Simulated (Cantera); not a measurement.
Mixture: 3.10 % C₃H₈, 20.4 % O₂, 76.5 % N₂, at 100000 Pa, adiabatic and at constant volume. Ignition delay is the time to a rise of 400 K.

Detailed kinetics in Cantera: GRI-Mech 3.0 (53 species, 325 reactions). GRI-Mech 3.0 was tuned for natural gas; its chemistry of propane as a main component is partial and can be far from experiment.

Question: At T0 = 1450 K, what is the delay, and which 7 reactions control it most (d ln τ / d ln k, from doubling and halving each rate constant)?

Answer: The delay is 0.114 ms.
```
reaction                       d ln τ / d ln k   faster rate
-----------------------------  ---------------  ------------
C2H5 + CH3 (+M) <=> C3H8 (+M)            -0.52   shortens it
H + O2 <=> O + OH                        -0.35   shortens it
C3H8 + H <=> C3H7 + H2                    0.27  lengthens it
CH3 + HO2 <=> CH3O + OH                  -0.26   shortens it
2 CH3 (+M) <=> C2H6 (+M)                  0.19  lengthens it
C3H8 + OH <=> C3H7 + H2O                  0.18  lengthens it
C2H5 + O2 <=> C2H4 + HO2                 -0.14   shortens it
```
